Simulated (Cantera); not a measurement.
A closed system holds: 1 mol Al, 0.67 mol N2, 44 mol H2, held at 10000 Pa.

These are equilibrium values from Cantera (NASA tables, ideal gas, pure condensed phases), not measurements of a reactor. Candidate condensed phases: Al, AlN; 13 gas species. Rates play no part.

Problem. At 1550 K, list the 3 most abundant gas species with their mole fractions, and the condensed phases.

Solution. H2 0.996, N2 0.00385, H 9.94e-5. Condensed: AlN(s).
